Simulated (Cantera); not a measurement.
Pyrogenic steam for wet oxidation

An isothermal, constant-pressure homogeneous reactor starts with 19.8 % H2, 50.8 % O2, 29.4 % N2, equivalence ratio 0.20, at 1223 K and 0.987 atm.

Model: the H2/O2 subset of GRI-Mech 3.0, which has no nitrogen chemistry, integrated in Cantera. The temperature is held fixed by assumption; the heat of reaction is taken as removed at once.

| t (s) | x H2 | x O2 | x H2O | x HO2 | x H2O2 | x H |
|---|---|---|---|---|---|---|
| 9.00e-5 | 0.00178 | 0.453 | 0.217 | 9.06e-5 | 8.38e-6 | 3.18e-5 |
| 0.000385 | 0.000226 | 0.453 | 0.219 | 1.46e-5 | 1.36e-6 | 9.79e-7 |
| 0.00164 | 1.12e-5 | 0.453 | 0.220 | 1.17e-6 | 2.55e-7 | 2.51e-8 |
| 0.00702 | 1.52e-7 | 0.454 | 0.220 | 1.21e-7 | 5.18e-8 | 8.80e-10 |
| 0.0300 | 1.54e-8 | 0.454 | 0.220 | 4.53e-8 | 1.23e-8 | 9.00e-11 |
| 0.128 | 6.98e-9 | 0.454 | 0.220 | 4.45e-8 | 4.79e-9 | 2.71e-11 |
| 0.548 | 6.67e-9 | 0.454 | 0.220 | 4.55e-8 | 4.34e-9 | 2.47e-11 |
| 2.34 | 6.67e-9 | 0.454 | 0.220 | 4.55e-8 | 4.34e-9 | 2.47e-11 |
| 10.0 | 6.67e-9 | 0.454 | 0.220 | 4.55e-8 | 4.34e-9 | 2.47e-11 |
x: mole fraction; the columns are a selection and need not sum to one.

Equilibrium at this temperature and pressure: H2 6.67e-9, O2 0.454, H2O 0.220, HO2 4.55e-8, H2O2 4.34e-9, H 2.47e-11 (gas phase only).
